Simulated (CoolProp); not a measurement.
The fluid at 503.5 K and 0.207 MPa expands adiabatically to 0.0268 MPa with isentropic efficiency 1. The same conditions are run with several fluids, on thermodynamics alone (safety and materials aside).

Computed with CoolProp (reference Helmholtz-energy equation of state of each fluid (carbonyl sulfide: Lemmon 2006; benzene: Thol 2012; trans-2-butene: Lemmon 2005; ethylbenzene: Zhou 2012; hexamethyldisiloxane (MM): Thol 2016)).

```tsv
fluid	work (kJ/kg)	final temperature (K)	final density (kg/m³)
carbonyl sulfide	(withheld)	(withheld)	0.556
benzene	102	441.9	0.572
trans-2-butene	142	437.7	0.414
ethylbenzene	(withheld)	460.9	(withheld)
hexamethyldisiloxane (MM)	50.3	476.6	(withheld)
```

### Question
Complete the blanks.

### Answer

- carbonyl sulfide, work (kJ/kg): 119
- carbonyl sulfide, final temperature (K): 348.9
- ethylbenzene, work (kJ/kg): 75.6
- ethylbenzene, final density (kg/m³): 0.748
- hexamethyldisiloxane (MM), final density (kg/m³): 1.11
